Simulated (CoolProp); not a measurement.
Vapour-liquid equilibrium of ethanol (1) + cyclohexane (2) at 446.1 K; x and y are mole fractions of (1).

The numbers come from the multi-fluid Helmholtz-energy mixture model, Schroeder 2014 and Zhou 2014; pair parameters Bell 2016 in CoolProp.

```tsv
x	bubble pressure, mixture model (MPa)	bubble pressure, Raoult's law (MPa)	y, mixture model	y, Raoult's law
0.05	1.044	0.8959	0.187	0.095
0.125	1.261	0.9592	0.343	0.221
0.2	1.416	1.022	0.434	0.332
0.275	1.526	1.086	0.495	0.430
0.35	1.605	1.149	0.540	0.517
0.425	1.665	1.212	0.579	0.595
0.5	1.711	1.275	0.615	0.665
0.575	1.745	1.339	0.651	0.729
0.65	1.770	1.402	0.691	0.787
0.725	1.783	1.465	0.737	0.840
0.8	1.783	1.528	0.791	0.888
0.875	1.767	1.592	0.857	0.933
0.95	1.731	1.655	0.937	0.974
```

The largest gap from Raoult's law is +40.5 % in bubble pressure, at x = 0.275. y crosses x between x = 0.725 and 0.8: the model has an azeotrope there.

The pair parameters rest on a limited set of measurements; away from them the model extrapolates.
